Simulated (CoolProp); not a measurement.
Vapour-liquid equilibrium of toluene (1) + n-octane (2) at 507 K; x and y are mole fractions of (1).

Computed with CoolProp (multi-fluid Helmholtz-energy mixture model, Lemmon 2006 and Beckmüller 2019; pair parameters Bell 2016).

| x | bubble pressure (bar) | y at the bubble point | dew pressure at overall composition x (bar) | liquid density (mol/L) |
|---|---|---|---|---|
| 0.05 | 10.21 | 0.065 | 10.15 | 4.310 |
| 0.2 | 10.91 | 0.244 | 10.73 | (withheld) |
| 0.35 | 11.53 | 0.404 | (withheld) | 4.869 |
| 0.5 | 12.06 | 0.549 | (withheld) | 5.212 |
| 0.65 | 12.50 | (withheld) | 12.40 | 5.609 |
| 0.8 | 12.84 | 0.818 | 12.80 | 6.070 |
| 0.95 | 13.08 | 0.953 | 13.07 | 6.608 |

Task: What belongs in the gaps?

Result: 
- 0.2, liquid density (mol/L): 4.571
- 0.35, dew pressure at overall composition x (bar): 11.32
- 0.5, dew pressure at overall composition x (bar): 11.89
- 0.65, y at the bubble point: 0.685

No azeotrope shows between x = 0.05 and 0.95.

The pair parameters rest on a limited set of measurements; away from them the model extrapolates.
